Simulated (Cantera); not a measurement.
Feed: 1 mol Ti(OiPr)₄, 1.2 mol H₂O, 160 mol H₂, 0.067 mol C₃H₈, equilibrated at 1250 K and 45.0 Pa.

Equilibrium computed with Cantera from the NASA thermochemical tables; the gas is ideal and each condensed phase is pure. Candidate condensed phases: C, C₆H₆, C₇H₈, C₈H₁₈, H₂O, Ti, TiC, TiO, TiO₂, Ti₂O₃, Ti₃O₅, Ti₄O₇; 113 gas species. The feed counts by its element totals alone. TiC: taken at fixed stoichiometry. Equilibrium is a limit: real reactors are often held back by kinetics, nucleation or transport.

### Question
What is the equilibrium state?

### Answer
```
Property                                 Value
-----------------------------------  ---------
x(H₂)                                    0.971
x(CO)                                   0.0288
x(H)                                   2.25e-5
x(CH₄)                                 4.67e-6
n(C(graphite))                        6.00 mol
n(TiC(s))                             1.00 mol
gas amount                           180.7 mol
log10 activity of Ti(β) (absent)         -7.09
log10 activity of Ti₂O₃(s) (absent)      -7.51
log10 activity of Ti₃O₅(s) (absent)     -12.47
```
